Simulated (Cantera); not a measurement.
A closed system holds: 1 mol AlN, 0.081 mol H₂, held at 1 atm.

Equilibrium computed with Cantera from the NASA thermochemical tables; the gas is ideal and each condensed phase is pure. Candidate condensed phases: Al, AlN; 13 gas species. Rates play no part.

x: gas mole fraction; n: condensed amount in mol.

```
T (°C)   x H₂        x Al        x N₂         x H       x AlH  n AlN(s)
------  -----  ----------  ----------  ----------  ----------  --------
1525    1.000     4.77e-5     3.47e-5    0.000350     2.20e-5     1.000
1600    0.999    0.000150    0.000104    0.000641     5.70e-5     1.000
1675    0.998    0.000433    0.000285     0.00112    0.000137     1.000
1750    0.996     0.00115    0.000727     0.00188    0.000307     1.000
1825    0.992     0.00283     0.00174     0.00304    0.000647     1.000
1900    0.983  (withheld)  (withheld)  (withheld)  (withheld)     0.999
1975    0.968      0.0143     0.00838     0.00718     0.00244     0.999
2050    0.938      0.0296      0.0171      0.0105     0.00438     0.997
2125    0.886  (withheld)  (withheld)  (withheld)  (withheld)     0.994
2200    0.795       0.111      0.0619      0.0198      0.0120     0.988
2275    0.643       0.202       0.111      0.0246      0.0178     0.973
```

Task: Fill in the missing entries.

Result: 
- 1900, x Al: 0.00655
- 1900, x N₂: 0.00392
- 1900, x H: 0.00475
- 1900, x AlH: 0.00129
- 2125, x Al: 0.0585
- 2125, x N₂: 0.0332
- 2125, x H: 0.0147
- 2125, x AlH: 0.00748
